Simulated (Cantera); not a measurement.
A freely propagating, adiabatic, planar premixed flame of H2 : O2 : N2 = 1 : 0.385 : 1.45 (molar parts), unburnt at 550 K and 0.306 atm; mixture-averaged transport, grid criteria slope 0.08 and curve 0.16, no radiation.

Cantera simulation using the H2/O2 subset of GRI-Mech 3.0, which has no nitrogen chemistry; the numbers are that mechanism's predictions, not measurements. Burning velocities carry a grid error of a few per cent, more on coarse grids.

Question: What does this change do: inlet temperature 550 to 350 K?

Answer: 
```tsv
quantity	before	after
laminar burning velocity	646 cm/s	326 cm/s
thermal thickness	2.06 mm	1.74 mm
peak x(H2O2)	4.74e-6	5.67e-5
peak x(H)	0.100	0.0868
peak x(OH)	0.0148	0.0120
```

Question: What does this change do: H2 1 to 0.78 parts?

Answer: 
| quantity | before | after |
|---|---|---|
| laminar burning velocity | 646 cm/s | 577 cm/s |
| thermal thickness | 2.06 mm | 2.11 mm |
| peak x(H2O2) | 4.74e-6 | 5.70e-6 |
| peak x(H) | 0.100 | 0.0768 |
| peak x(OH) | 0.0148 | 0.0185 |
